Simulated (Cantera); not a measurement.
Input: 1 mol CuO, 0.34 mol H2, 0.59 mol H2O, held at 427 °C and 540 Pa.

These are equilibrium values from Cantera (NASA tables, ideal gas, pure condensed phases), not measurements of a reactor. Candidate condensed phases: Cu, CuO, Cu(OH)2, Cu2O, H2O; 12 gas species. Kinetics and transport are ignored.

Base state: H2O 1.00 (mole fractions); condensed: CuO(s) + Cu2O(s).

Problem. What changes in the equilibrium state with this change: 0.08 mol CH4 added?

Solution. 
| species | before | after |
|---|---|---|
| H2O | 1.00 | 0.932 |
| CO2 | 0 | 0.0684 |
| CuO(s), mol | 0.320 | 0 |
| Cu2O(s), mol | 0.340 | 0.340 |
| Cu(s), mol | 0 | 0.320 |
Further candidate phases: C, C6H6, C7H8, C8H18.
